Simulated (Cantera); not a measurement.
Mixture: CO : H2 : O2 : N2 = 1 : 0.12 : 0.651 : 2.02 (molar parts), equivalence ratio 0.86, at 6.00 bar, adiabatic and at constant volume. Ignition delay is the time to a rise of 400 K.

Cantera simulation using GRI-Mech 3.0 (53 species, 325 reactions); the numbers are that mechanism's predictions, not measurements. The hydrogen kinetics of GRI-Mech 3.0 are dated; newer H2 mechanisms differ, most at raised pressure. Where the delays flatten at high temperature, the 400 K rule measures the pace of heat release, not the induction time.

### Question
What does this change do: H2 0.12 to 0.047 parts?

### Answer
| quantity | before | after |
|---|---|---|
| delay at 1275 K | 14.9 µs | 25.2 µs |
| delay at 1475 K | 6.17 µs | 10.4 µs |
| delay at 1675 K | 4.21 µs | 7.21 µs |
| delay at 1875 K | 3.56 µs | 6.10 µs |
| delay at 2075 K | 3.44 µs | 5.82 µs |
